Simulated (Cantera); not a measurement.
A freely propagating, adiabatic, planar premixed flame of 4.12 % C2H4, 17.9 % O2, 71.8 % N2, 6.19 % H2O, equivalence ratio 0.69, unburnt at 400 K and 1430 Torr; mixture-averaged transport, grid criteria slope 0.08 and curve 0.16, no radiation.

Detailed kinetics in Cantera: GRI-Mech 3.0 (53 species, 325 reactions). GRI-Mech 3.0 was tuned for natural gas; its chemistry of ethylene as a main component is partial and can be far from experiment. Burning velocities carry a grid error of a few per cent, more on coarse grids.

Q: Predict: laminar burning velocity; thermal thickness; peak x(H2O2); peak x(O); peak x(C2H2).

A: 
* **laminar burning velocity**: 44.3 cm/s
* **thermal thickness**: 0.252 mm
* **peak x(H2O2)**: 0.000298
* **peak x(O)**: 0.00219
* **peak x(C2H2)**: 0.000317
